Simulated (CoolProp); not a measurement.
A closed Brayton cycle with carbon dioxide: compressor inlet 326.15 K and 9.3 MPa, high pressure 25.3 MPa, turbine inlet 890 K, compressor efficiency 0.85, turbine efficiency 0.85, recuperator effectiveness 0.8 (on enthalpy, no pinch check). Each further row changes one setting.

Computed with CoolProp (reference Helmholtz-energy equation of state, Span 1996).

```json
[
 {"case": "as stated", "thermal efficiency (%)": "28.5", "net work (kJ/kg)": "87.4", "compressor to turbine work": "0.35", "compressor exit (K)": "402.8", "turbine exit (K)": "770.9"},
 {"case": "turbine inlet 840 K", "thermal efficiency (%)": "27.5", "net work (kJ/kg)": "78.9", "compressor to turbine work": "0.38", "compressor exit (K)": "402.8", "turbine exit (K)": "724.9"},
 {"case": "compressor inlet 336.15 K", "thermal efficiency (%)": "27.5", "net work (kJ/kg)": "79.7", "compressor to turbine work": "0.41", "compressor exit (K)": "422.0", "turbine exit (K)": "770.9"},
 {"case": "high pressure 21.5 MPa", "thermal efficiency (%)": "26.6", "net work (kJ/kg)": "76.2", "compressor to turbine work": "0.33", "compressor exit (K)": "390.1", "turbine exit (K)": "789.7"},
 {"case": "recuperator effectiveness 0.5", "thermal efficiency (%)": "20.1", "net work (kJ/kg)": "87.4", "compressor to turbine work": "0.35", "compressor exit (K)": "402.8", "turbine exit (K)": "770.9"}
]
```
